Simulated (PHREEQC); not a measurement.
Model water analysis in mg/L, 25 °C, pH 6.81, pe 8.3: Na 0.00847; K 0.000305; Ca 0.00753; Mg 0.00412; Cl 0.0123; S(6) as SO4 0.00567; Alkalinity as HCO3 0.0383; Si as SiO2 0.000814; Zn 2.87e-05; Br 3.04e-05.

Valence states are taken as typed.

Equilibrium calculation in PHREEQC: ion-association model, wateq4f.dat.

```json
[
 {"quantity": "ionic strength (mol/kgw)", "before": "1.66e-6", "after": "1.59e-6"},
 {"quantity": "HCO3- (mol/kgw)", "before": "7.18e-7", "after": "5.76e-7"},
 {"quantity": "CO2 (mol/kgw)", "before": "2.50e-7", "after": "1.00e-7"},
 {"quantity": "CO3-2 (mol/kgw)", "before": "2.18e-10", "after": "3.49e-10"},
 {"quantity": "SI of Quartz (SiO2)", "before": "-3.89", "after": "-3.89"}
]
```

Task: What was changed between the two runs?
A. pH from 6.81 to 7.11 at the same alkalinity
B. pH from 6.81 to 6.31 at the same alkalinity
C. Mg from 0.00412 to 0.0124 mg/L
D. K from 0.000305 to 0.00061 mg/L

Result: A, pH from 6.81 to 7.11 at the same alkalinity

No solid was allowed to form.
